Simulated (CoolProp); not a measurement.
Properties of decamethyltetrasiloxane (MD2M) at several states (Tc = 599.4 K, pc = 11.44 bar, ω = 0.635).

Computed with CoolProp (reference Helmholtz-energy equation of state, Thol 2017).

```csv
T (K),p (bar),phase,cp (kJ/(kg K)),cv (kJ/(kg K)),expansivity (1/kK)
263,0.837,liquid,(withheld),(withheld),(withheld)
229.6,12.4,liquid,(withheld),(withheld),1.127
305.2,0.598,liquid,1.742,(withheld),1.182
```

Q: Some entries are withheld; supply them.

A: 
- 263, cp (kJ/(kg K)): 1.641
- 263, cv (kJ/(kg K)): 1.332
- 263, expansivity (1/kK): 1.142
- 229.6, cp (kJ/(kg K)): 1.573
- 229.6, cv (kJ/(kg K)): 1.246
- 305.2, cv (kJ/(kg K)): 1.451
